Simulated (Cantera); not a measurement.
A closed system holds: 1 mol Si, 0.42 mol CO2, 31 mol H2, held at 3.30e-6 bar.

Equilibrium computed with Cantera from the NASA thermochemical tables; the gas is ideal and each condensed phase is pure. Candidate condensed phases: C, C6H6, C7H8, C8H18, H2O, Si, SiC, SiO2; 123 gas species. The numbers say what is thermodynamically allowed, not how fast it happens. All values below are at 1875 °C.

Base state: H 0.840, H2 0.134, Si 0.0104, CO 0.00751, SiO 0.00751 (mole fractions); condensed: gas only.

Task: What changes in the equilibrium state with this change: Si replaced by SiC?

Result: 
```csv
species,before,after
H,0.840,0.834
H2,0.134,0.132
Si,0.0104,0.0164
SiO,0.00751,5.15e-7
CO,0.00751,0.0149
SiC2,<1e-9,0.00129
C2H2 (acetylene),<1e-9,0.000253
C3,<1e-9,0.000249
C2H,<1e-9,4.77e-5
C,3.92e-9,0.000179
"C(graphite), mol",0,0.346
```

Task: What changes in the equilibrium state with this change: pressure from 3.30e-6 bar to 0.000170 bar?

Result: 
```csv
species,before,after
H2,0.134,0.695
H,0.840,0.267
Si,0.0104,0.0154
SiO,0.00751,0.0112
CO,0.00751,0.0112
SiH,3.39e-6,8.23e-5
```
